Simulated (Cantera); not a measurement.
A closed system holds: 1 mol TiO2, 2.5 mol SiCl4, a varied amount of O2, held at 1525 K and 1330 Pa.

Equilibrium computed with Cantera from the NASA thermochemical tables; the gas is ideal and each condensed phase is pure. Candidate condensed phases: Si, SiO2, Ti, TiCl2, TiCl3, TiCl4, TiO, TiO2, Ti2O3, Ti3O5, Ti4O7; 24 gas species. Mutual solubility and eutectic melting of coexisting phases are not modelled. The tables hold silica as quartz up to 1696 K and as liquid above; real silica turns to tridymite and cristobalite and melts near 1996 K. Condensed phases not in the tables: alloys, solid solutions and most ternary compounds. Equilibrium is a limit: real reactors are often held back by kinetics, nucleation or transport.

What share of the Ti ends up in condensed phases as a function of n(O2) (mol), at 0.9, 1.1, 1.3, 1.6, 1.9, 2.3, 2.8, 3.4, 4.1, 5, 6, 7.3?


| n(O2) (mol) | Ti condensed (%) | as |
|---|---|---|
| 0.9 | 0.0 | - |
| 1.1 | 0.0 | - |
| 1.3 | 0.0 | - |
| 1.6 | 9.7 | TiO2(rutile) |
| 1.9 | 39.1 | TiO2(rutile) |
| 2.3 | 76.5 | TiO2(rutile) |
| 2.8 | 97.1 | TiO2(rutile) |
| 3.4 | 99.0 | TiO2(rutile) |
| 4.1 | 99.4 | TiO2(rutile) |
| 5 | 99.6 | TiO2(rutile) |
| 6 | 99.8 | TiO2(rutile) |
| 7.3 | 99.8 | TiO2(rutile) |
